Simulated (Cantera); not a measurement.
A closed system holds: 1 mol HBr, 0.54 mol H2O, 1.2 mol H2, held at 0.133 bar.

Equilibrium computed with Cantera from the NASA thermochemical tables; the gas is ideal and each condensed phase is pure. Candidate condensed phases: Br2, H2O; 12 gas species. Kinetics and transport are ignored. All values below are at 1650 °C.

Base state: H2 0.447, HBr 0.322, H2O 0.193, Br 0.0358, H 0.00172, OH 6.42e-5, Br2 5.58e-5 (mole fractions); condensed: gas only.

**Question.** What changes in the equilibrium state with this change: HBr replaced by N2O?

**Answer.** 
```json
[
 {"species": "H2O", "before": "0.193", "after": "0.561"},
 {"species": "N2", "before": "0", "after": "0.365"},
 {"species": "H2", "before": "0.447", "after": "0.0729"},
 {"species": "HBr", "before": "0.322", "after": "0"},
 {"species": "Br", "before": "0.0358", "after": "0"},
 {"species": "Br2", "before": "5.58e-5", "after": "0"},
 {"species": "NO", "before": "0", "after": "3.03e-5"}
]
```

**Question.** What changes in the equilibrium state with this change: pressure from 0.133 bar to 0.970 bar?

**Answer.** 
```tsv
species	before	after
H2	0.447	0.442
HBr	0.322	0.348
H2O	0.193	0.196
Br	0.0358	0.0144
H	0.00172	0.000636
OH	6.42e-5	2.42e-5
Br2	5.58e-5	6.58e-5
```
